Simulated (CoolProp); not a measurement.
Vapour-liquid equilibrium of 1-butene (1) + acetone (2) at 297.9 K; x and y are mole fractions of (1).

The numbers come from the multi-fluid Helmholtz-energy mixture model, Lemmon 2005 and Lemmon 2006; pair parameters Bell 2016 in CoolProp.

Q: Give the bubble pressure and the first vapour's composition at x = 0.05, 0.275, 0.425. Is there an azeotrope?

A: x = 0.05: 0.6749 bar, y = 0.563; x = 0.275: 1.784 bar, y = 0.857; x = 0.425: 2.143 bar, y = 0.892. No azeotrope shows between x = 0.05 and 0.95.

Pair parameters are fitted to limited data, so mixtures are less certain than the pure fluids. With so large a gap from Raoult's law the liquid may split in two, which this calculation doesn't test in full.
